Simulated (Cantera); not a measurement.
A closed system holds: 1 mol B2O3, 0.71 mol N2, held at 128 Torr.

Method: chemical equilibrium by Gibbs-energy minimisation in Cantera with the NASA 1993 tables (ideal gas, pure condensed phases). Candidate condensed phases: B, BN, B2O3; 17 gas species. The numbers say what is thermodynamically allowed, not how fast it happens. All values below are at 1248 K.

Base state: N2 1.00 (mole fractions); condensed: B2O3(l).

### Question
What changes in the equilibrium state with this change: B2O3 replaced by B?

### Answer
```tsv
species	before	after
N2	1.00	1.00
B2O3(l), mol	1.00	0
BN(s), mol	0	1.00
```
N2 is the only nitrogen source here; it is nearly inert below about 1500 K, so the nitride shown seldom forms there in practice.
